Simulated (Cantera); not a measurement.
Cantera run:

```python
import numpy as np
import cantera as ct

gas_names = """
    SF4
""".split()
cond_names = """
    CaS(s) CaF2(a) CaF2(b) CaF2(L) Ca(a) Ca(b) Ca(L)
""".split()


# ... load() reads the species with a 1 bar reference pressure and builds the phases ...
species = {s.name: s for s in load("nasa_gas.yaml", gas_names) + load("nasa_condensed.yaml", cond_names)}
# Each term lists the table entries of one substance; the one whose range holds T is used.
reactions = {
    'CaS + 2 CaF2 = SF4(g) + 3 Ca':
        [(-1, ['CaS(s)']), (-2, ['CaF2(a)', 'CaF2(b)', 'CaF2(L)']), (1, ['SF4']), (3, ['Ca(a)', 'Ca(b)', 'Ca(L)'])],
}


def pick(names, T):
    return next(species[n] for n in names if species[n].thermo.min_temp <= T <= species[n].thermo.max_temp)


results = []
for label, terms in reactions.items():
    print(label)
    print("     T/K   dH/kJ  dS/(J/K)   dG/kJ   log10 K")
    for T in [300, 1800, 1850, 1900, 1950, 2000, 2050]:
        used = [(nu, pick(names, T)) for nu, names in terms]
        dH = sum(nu * s.thermo.h(T) for nu, s in used) / 1e6
        dS = sum(nu * s.thermo.s(T) for nu, s in used) / 1e3
        dG = dH - T * dS / 1e3
        logK = -dG * 1e6 / (ct.gas_constant * T * np.log(10))
        results.append((label, T, dH, dS, dG, logK, [s.name for _, s in used]))
        print(f"{T:8g} {dH:8.1f} {dS:8.1f} {dG:8.1f} {logK:8.2f}")
```

Result:

```
CaS + 2 CaF2 = SF4(g) + 3 Ca
     T/K   dH/kJ  dS/(J/K)   dG/kJ   log10 K
     300   2161.8    233.3   2091.8  -364.21
    1800   2062.0    158.2   1777.3   -51.57
    1850   2060.1    157.2   1769.4   -49.96
    1900   2058.3    156.2   1761.5   -48.43
    1950   2056.5    155.3   1753.7   -46.98
    2000   2054.7    154.3   1746.0   -45.60
    2050   2052.8    153.4   1738.3   -44.29
```

Source: NASA polynomial tables (part measured, part estimated), evaluated in Cantera. Condensed species are held in their standard states even where they would react or evaporate.
